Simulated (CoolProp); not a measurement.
Vapour-liquid equilibrium of R125 (1) + R115 (2) at 291.6 K; x and y are mole fractions of (1).

The numbers come from the multi-fluid Helmholtz-energy mixture model, Lemmon 2005 and Lemmon 2016; pair parameters Bell 2016 in CoolProp.

| x | bubble pressure, mixture model (MPa) | bubble pressure, Raoult's law (MPa) | y, mixture model | y, Raoult's law |
|---|---|---|---|---|
| 0.05 | 0.8075 | 0.7780 | 0.095 | 0.074 |
| 0.2 | 0.9288 | 0.8375 | 0.304 | 0.276 |
| 0.35 | 1.019 | 0.8971 | 0.454 | 0.451 |
| 0.5 | 1.085 | 0.9566 | 0.578 | 0.604 |
| 0.65 | 1.131 | 1.016 | 0.693 | 0.739 |
| 0.8 | 1.157 | 1.076 | 0.812 | 0.859 |
| 0.95 | 1.160 | 1.135 | 0.948 | 0.967 |

The largest gap from Raoult's law is +13.6 % in bubble pressure, at x = 0.35. y crosses x between x = 0.8 and 0.95: the model has an azeotrope there.

Pair parameters are fitted to limited data, so mixtures are less certain than the pure fluids.
